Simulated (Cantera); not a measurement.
A closed system holds: 1 mol Cr2O3, 2.4 mol H2, 6.5 mol N2, equilibrated at 1452 °C and 0.000140 bar.

Equilibrium computed with Cantera from the NASA thermochemical tables; the gas is ideal and each condensed phase is pure. Candidate condensed phases: Cr, CrN, Cr2N, Cr2O3, H2O; 29 gas species. Rates play no part.

Base state: N2 0.722, H2 0.252, H2O 0.0110, H 0.00787, Cr 0.00731, CrO 0.000150, OH 1.90e-5 (mole fractions); condensed: Cr2O3(s).

Problem. What changes in the equilibrium state with this change: Cr2O3 replaced by Cu2O?

Solution. 
```tsv
species	before	after
N2	0.722	0.595
Cu	0	0.183
H2	0.252	0.125
H2O	0.0110	0.0912
Cr	0.00731	0
CrO	0.000150	0
Cu2	0	2.92e-5
OH	1.90e-5	0.000223
H	0.00787	0.00556
Cr2O3(s), mol	0.966	0
```
Further candidate phases: Cu, CuO, Cu(OH)2, Cu2O.
